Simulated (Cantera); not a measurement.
**Chlorosilane synthesis and conversion: Si + Cl2 + H2 + HCl**

Charge: 1 mol Si, 1.8 mol Cl2, 0.22 mol H2, 3.8 mol HCl, held at 100000 Pa.

Equilibrium computed with Cantera from the NASA thermochemical tables; the gas is ideal and each condensed phase is pure. Candidate condensed phases: Si; 19 gas species. The tables' values for SiCl3 are old estimates; treat these amounts as uncertain. The numbers say what is thermodynamically allowed, not how fast it happens.

From 1098 K to 1548 K nothing is condensed. The main Si-bearing gas is SiCl4 throughout.

```tsv
T (K)	x HCl	x SiCl4	x H2	x SiCl3	x SiCl2	x SiHCl3
1098	0.706	0.207	0.0867	6.88e-5	3.21e-7	0.000370
1148	0.706	0.207	0.0865	0.000157	1.32e-6	0.000508
1198	0.706	0.206	0.0863	0.000334	4.78e-6	0.000678
1248	0.707	0.206	0.0859	0.000666	1.56e-5	0.000881
1298	0.707	0.205	0.0853	0.00125	4.58e-5	0.00112
1348	0.708	0.203	0.0844	0.00224	0.000123	0.00138
1398	0.710	0.201	0.0831	0.00379	0.000305	0.00165
1448	0.712	0.198	0.0811	0.00611	0.000694	0.00193
1498	0.715	0.193	0.0783	0.00938	0.00145	0.00217
1548	0.720	0.187	0.0743	0.0137	0.00280	0.00235
```
x: gas mole fraction; nothing condenses.
